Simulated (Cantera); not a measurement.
Input: 1 mol Cu, 7.3 mol F2, 0.46 mol H2, held at 750 °C and 1330 Pa.

Equilibrium computed with Cantera from the NASA thermochemical tables; the gas is ideal and each condensed phase is pure. Candidate condensed phases: Cu, CuF2; 15 gas species. Equilibrium is a limit: real reactors are often held back by kinetics, nucleation or transport.

Base state: F 0.592, F2 0.311, HF 0.0956, CuF2 0.00178 (mole fractions); condensed: CuF2(s).

### Question
What changes in the equilibrium state with this change: temperature from 750 °C to 602 °C?

### Answer
```tsv
species	before	after
F2	0.311	0.702
F	0.592	0.173
HF	0.0956	0.124
CuF2	0.00178	1.13e-5
CuF2(s), mol	0.983	1.000
```
